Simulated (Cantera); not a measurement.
**Adiabatic ignition**

An adiabatic, constant-volume homogeneous reactor starts with 6.84 % CH₄, 7.53 % H₂, 18.0 % O₂, 67.6 % N₂, at 1425 K and 8.78 atm.

Computed with Cantera and GRI-Mech 3.0 (53 species, 325 reactions). Above 3000 K some thermodynamic fits are extrapolated.

| t (s) | T (K) | P (bar) | x CH₄ | x H₂ | x O₂ | x NO₂ | x H₂O | x H |
|---|---|---|---|---|---|---|---|---|
| 8.00e-6 | 1425 | 8.90 | 0.0683 | 0.0752 | 0.180 | <1e-12 | 0.000129 | 4.98e-6 |
| 2.29e-5 | 1574 | 9.82 | 0.0562 | 0.0699 | 0.167 | 6.15e-11 | 0.0195 | 0.000119 |
| 6.58e-5 | 3094 | 19.3 | <1e-12 | 0.0184 | 0.0185 | 6.77e-6 | 0.179 | 0.00651 |
| 0.000188 | 3086 | 19.3 | <1e-12 | 0.0188 | 0.0170 | 9.39e-6 | 0.179 | 0.00642 |
| 0.000540 | 3086 | 19.3 | <1e-12 | 0.0188 | 0.0169 | 9.43e-6 | 0.179 | 0.00641 |
| 0.00155 | 3086 | 19.3 | <1e-12 | 0.0188 | 0.0169 | 9.43e-6 | 0.179 | 0.00641 |
| 0.00444 | 3086 | 19.3 | <1e-12 | 0.0188 | 0.0169 | 9.43e-6 | 0.179 | 0.00641 |
| 0.0127 | 3086 | 19.3 | <1e-12 | 0.0188 | 0.0169 | 9.43e-6 | 0.179 | 0.00641 |
| 0.0365 | 3086 | 19.3 | <1e-12 | 0.0188 | 0.0169 | 9.43e-6 | 0.179 | 0.00641 |
| 0.105 | 3086 | 19.3 | <1e-12 | 0.0188 | 0.0169 | 9.43e-6 | 0.179 | 0.00641 |
| 0.300 | 3086 | 19.3 | <1e-12 | 0.0188 | 0.0169 | 9.43e-6 | 0.179 | 0.00641 |
x: mole fraction; the columns are a selection and need not sum to one.

```yaml
time_of_steepest_temperature_rise: 27.8 µs
temperature at 0.300 s: 3086 K
equilibrium_temperature: 3086 K
x(CH₄) at 0.300 s: <1e-12 (gas-phase equilibrium <1e-12)
x(H₂) at 0.300 s: 0.0188 (gas-phase equilibrium 0.0188)
x(O₂) at 0.300 s: 0.0169 (gas-phase equilibrium 0.0169)
```
